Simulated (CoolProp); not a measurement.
Model: reference Helmholtz-energy equation of state, Thol 2019, in CoolProp.

Q: For dodecamethylpentasiloxane (MD3M), give the phase and the Z, Joule-Thomson coefficient (K/MPa), expansivity (1/kK) at -29.85 °C and 0.0834 MPa.

A: 
- -29.85 °C and 0.0834 MPa: liquid; Z 0.0172, Joule-Thomson coefficient -0.519, expansivity 1.06
